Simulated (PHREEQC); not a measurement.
Solution (20 °C): 0.075 mol/kgw LiBr, 0.016 mol/kgw MgSO4 and 0.00019 mol/kgw H4SiO4. Closed to the air; pH follows from the charge balance.

Equilibrium calculation in PHREEQC: Pitzer model, pitzer.dat.

No solid was allowed to form.

**Question.** Predict the pH, osmotic coefficient.

**Answer.** pH 6.76; osmotic coefficient 0.892.
